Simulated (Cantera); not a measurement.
**Fluorocarbon and chlorocarbon gases: CHF₃ + CH₄ + H₂**

Input: 1 mol CHF₃, 0.0095 mol CH₄, 0.65 mol H₂, equilibrated at 4.00 mbar.

Method: chemical equilibrium by Gibbs-energy minimisation in Cantera with the NASA 1993 tables (ideal gas, pure condensed phases). Candidate condensed phases: C, C₆H₆, C₇H₈, C₈H₁₈; 95 gas species. Gases not in the tables: C₂F₆ and larger saturated fluorocarbons. Equilibrium is a limit: real reactors are often held back by kinetics, nucleation or transport.

```
T (K)   x HF    x F    x CF₂       x H     x CF      x C₃  n C(graphite)
-----  -----  -----  -------  --------  -------  --------  -------------
2200   0.834  0.105   0.0543   5.40e-5  0.00119   6.04e-7          0.839
2275   0.818  0.133   0.0453  0.000122  0.00202   2.62e-6          0.870
2350   0.806  0.156   0.0338  0.000277  0.00312   1.03e-5          0.901
2425   0.797  0.174   0.0237  0.000626  0.00448   3.73e-5          0.926
2500   0.789  0.187   0.0159   0.00139  0.00611  0.000124          0.943
2575   0.782  0.196   0.0105   0.00302  0.00801  0.000385          0.950
2650   0.772  0.203  0.00694   0.00632   0.0102   0.00112          0.946
2725   0.757  0.209  0.00466    0.0126   0.0128   0.00306          0.924
2800   0.730  0.216  0.00323    0.0238   0.0160   0.00789          0.865
2875   0.685  0.225  0.00232    0.0417   0.0198    0.0194          0.721
```
x: gas mole fraction; n: condensed amount in mol.

From 2200 K to 2875 K the condensed part is C(graphite). The main C-bearing gas is CF₂ at 2200 K and C₃ at 2875 K. The share of C in condensed phases is highest at 2575 K (94.1 %) and lowest at 2875 K (71.5 %).
